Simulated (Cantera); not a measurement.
Cantera run, input and output.

```python
import numpy as np
import cantera as ct

gas = ct.Solution("gri30.yaml")


def delay(T, t_max=10):
    gas.TPX = T, 500000, {'H2': 1, 'O2': 0.505, 'N2': 2.83, 'NO': 0.0053}
    reactor = ct.IdealGasReactor(gas, clone=False)
    net = ct.ReactorNet([reactor])
    net.rtol, net.atol = 1e-8, 1e-16
    while net.time < t_max:
        t_old, T_old = net.time, reactor.T
        net.step()
        if reactor.T > T + 400:  # ignition: a rise of 400 K
            return t_old + (T + 400 - T_old) / (reactor.T - T_old) * (net.time - t_old)
    return np.nan


taus = []
for T in [1200, 1275, 1350, 1425, 1500, 1575, 1650, 1725, 1800, 1875]:
    taus.append(delay(T))
    print(f"T0 = {T:6g} K   tau = {taus[-1]:.4e} s")
```

It prints:

```
T0 =   1200 K   tau = 1.6924e-05 s
T0 =   1275 K   tau = 9.4906e-06 s
T0 =   1350 K   tau = 6.2733e-06 s
T0 =   1425 K   tau = 4.5568e-06 s
T0 =   1500 K   tau = 3.5227e-06 s
T0 =   1575 K   tau = 2.8553e-06 s
T0 =   1650 K   tau = 2.4090e-06 s
T0 =   1725 K   tau = 2.1073e-06 s
T0 =   1800 K   tau = 1.9055e-06 s
T0 =   1875 K   tau = 1.7766e-06 s
```

Cantera simulation using GRI-Mech 3.0 (53 species, 325 reactions); the numbers are that mechanism's predictions, not measurements. The hydrogen kinetics of GRI-Mech 3.0 are dated; newer H2 mechanisms differ, most at raised pressure. The mechanism lacks 2 NO + O2 → 2 NO2 and HONO, so NO2 and the effect of NO are under-described below about 1400 K. Where the delays flatten at high temperature, the 400 K rule measures the pace of heat release, not the induction time.
